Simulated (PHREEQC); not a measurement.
1 g of hydrous ferric oxide (600 m²/g; 0.2 weak and 0.005 strong sites per Fe, Dzombak-Morel constants, diffuse double layer) in 1 kg of water with 0.001 mol/kgw of an inert sodium salt and 1.1e-05 mol/kgw MgCl2 and 2.3e-05 mol/kgw Na2SO4, at 25 °C; the pH is set by adding NaOH or the inert anion's acid. O2 is buffered at 0.21 atm. No CO2 enters from the air. No solid was allowed to form.

Equilibrium calculation in PHREEQC: ion-association model, wateq4f.dat.

Question: Predict Mg sorbed (%), S sorbed (%), surface charge σ (C/m²), surface potential ψ (mV) at pH = 6, 7.5, 8.

Answer: 
```
pH   Mg sorbed (%)  S sorbed (%)  surface charge σ (C/m²)  surface potential ψ (mV)
---  -------------  ------------  -----------------------  ------------------------
6              0.0          98.9                    0.019                       117
7.5           23.1          13.1                    0.003                        35
8             74.1           1.6                    0.001                         7
```
